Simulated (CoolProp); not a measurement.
Computed with CoolProp (reference Helmholtz-energy equation of state, Lemmon 2000). It is a pseudo-pure fit of the blend.

For dry air, give the phase and the cv (kJ/(kg K)), Joule-Thomson coefficient (K/MPa), Prandtl number at 125.8 K and 0.71 MPa; 125.8 K and 4.26 MPa; 125.8 K and 5.68 MPa.


- 125.8 K and 0.71 MPa: gas; cv 0.752, Joule-Thomson coefficient 11.2, Prandtl number 0.818
- 125.8 K and 4.26 MPa: liquid; cv 0.923, Joule-Thomson coefficient 0.735, Prandtl number 2.02
- 125.8 K and 5.68 MPa: liquid; cv 0.914, Joule-Thomson coefficient 0.468, Prandtl number 1.81

Viscosity comes from a separate model (Lemmon 2004). Thermal conductivity comes from a separate model (Lemmon 2004).
